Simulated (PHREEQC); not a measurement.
Model water analysis in mg/kgw, 25 °C, pH 6.86, pe 8.7: Na 0.00482; K 0.00422; Ca 0.0101; Mg 0.00339; Cl 0.00936; S(6) as SO4 0.00267; Alkalinity as HCO3 0.049; Pb 4.7e-05; B 1.42e-05; Zn 2.86e-05; Cu(2) 7.41e-06; O(0) (dissolved oxygen) 5.25e-05; Si as SiO2 0.000286.

Cl is adjusted to close the charge balance.
Valence states are taken as typed.

The numbers come from PHREEQC with the ion-association model, phreeqc.dat.

The ionic strength is 1.66e-6 mol/kgw.

```tsv
species	molality	activity	log γ
HCO3-	8.67e-7	8.66e-7	-0.001
CO2	2.69e-7	2.69e-7	0.000
Ca+2	2.52e-7	2.51e-7	-0.003
Cl-	2.43e-7	2.43e-7	-0.001
Na+	2.10e-7	2.09e-7	-0.001
Mg+2	1.39e-7	1.39e-7	-0.003
H+	1.38e-7	1.38e-7	-0.001
K+	1.08e-7	1.08e-7	-0.001
OH-	7.34e-8	7.33e-8	-0.001
SO4-2	2.78e-8	2.76e-8	-0.003
H4SiO4	4.76e-9	4.76e-9	0.000
```

This is a speciation only: nothing precipitates in the calculation. The database's constant for dissolved Cu(OH)2 is higher than later reviews accept.
